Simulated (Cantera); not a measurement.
**Gas-phase reforming**

An isothermal, constant-pressure homogeneous reactor starts with CH4 : H2O = 1 : 0.35 (molar parts), at 1423 K and 0.133 bar.

Computed with Cantera and GRI-Mech 3.0 (53 species, 325 reactions). GRI-Mech 3.0 stops at C3 and has no aromatics, soot or wall deposition, so with more carbon than oxygen in the feed, carbon stays in small species such as C2H2 where larger ones or solid carbon would form.

```
t (s)     x CH4  x H2O     x C2H      x CO    x C2H2     x CH3
--------  -----  -----  --------  --------  --------  --------
0.000400  0.741  0.259    <1e-12    <1e-12  2.08e-12   1.56e-5
0.000825  0.741  0.259    <1e-12    <1e-12  4.17e-11   3.15e-5
0.00170   0.741  0.259    <1e-12  1.69e-11  8.32e-10   5.91e-5
0.00350   0.741  0.259    <1e-12  3.76e-10   1.42e-8   9.22e-5
0.00722   0.740  0.259    <1e-12   4.80e-9   1.68e-7  0.000117
0.0149    0.740  0.259    <1e-12   4.09e-8   1.51e-6  0.000145
0.0307    0.739  0.259    <1e-12   2.89e-7   1.30e-5  0.000186
0.0632    0.736  0.259  2.06e-12   1.65e-6  0.000112  0.000232
0.130     0.727  0.258  1.76e-11   6.93e-6  0.000842  0.000262
0.269     0.708  0.256  9.20e-11   2.15e-5   0.00439  0.000256
0.554     0.671  0.250  2.89e-10   6.19e-5    0.0146  0.000229
1.14      0.608  0.240  6.16e-10  0.000193    0.0335  0.000195
2.35      0.518  0.226   1.04e-9  0.000586    0.0601  0.000158
4.85      0.402  0.207   1.58e-9   0.00164    0.0927  0.000120
10.0      0.275  0.185   2.24e-9   0.00426     0.126   8.55e-5
```
x: mole fraction; the columns are a selection and need not sum to one.

Equilibrium at this temperature and pressure: CH4 0.0504, H2O 1.99e-7, C2H 2.38e-9, CO 0.137, C2H2 0.0961, CH3 2.20e-5 (gas phase only).
